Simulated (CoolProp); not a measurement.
Properties of R1224YDZ along the isotherm 217.1 K (Tc = 428.7 K, pc = 33.34 bar, ω = 0.325).

The numbers come from the reference Helmholtz-energy equation of state, Akasaka 2023 in CoolProp.

```tsv
p (bar)	phase	density (kg/m³)	cv (kJ/(kg K))	expansivity (1/kK)
30.3	liquid	1569	0.7167	1.498
60.6	liquid	1574	?	?
90.9	liquid	?	0.7188	1.441
121	liquid	1583	0.7199	1.416
152	liquid	1587	0.7209	1.391
182	liquid	1591	0.7220	1.368
212	liquid	1596	0.7230	1.347
242	liquid	1600	0.7240	1.326
273	liquid	1604	0.7251	1.306
303	liquid	1607	0.7261	?
333	liquid	1611	0.7271	1.270
```

Problem. Fill in the missing entries.

Solution. 
- 60.6, cv (kJ/(kg K)): 0.7177
- 60.6, expansivity (1/kK): 1.469
- 90.9, density (kg/m³): 1579
- 303, expansivity (1/kK): 1.288
